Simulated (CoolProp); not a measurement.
Saturation properties of methane.

Computed with CoolProp (reference Helmholtz-energy equation of state, Setzmann 1991).

```
T (°C)   p (kPa)  liquid density (kg/m³)  vapour Z  surface tension (mN/m)
-------  -------  ----------------------  --------  ----------------------
-172.35    37.34                   437.8    0.9822                    15.1
-166.25    67.16                   429.2    0.9730                    13.9
-160.15    112.9                   420.4    0.9610                    12.7
-153.95    180.8                   411.1    0.9458                    11.5
-147.85    274.0                   401.6    0.9278                    10.3
-141.75    399.2                   391.7    0.9064                    9.14
-135.65    562.1                   381.3    0.8817                    8.02
-129.55    768.9                   370.3    0.8533                    6.91
-123.45     1026                   358.5    0.8210                    5.84
-117.35     1340                   345.8    0.7844                    4.79
-111.25     1717                   331.8    0.7429                    3.79
```

It boils at -161.5 °C under 1 atm.

Surface tension comes from a separate correlation (Mulero 2012).
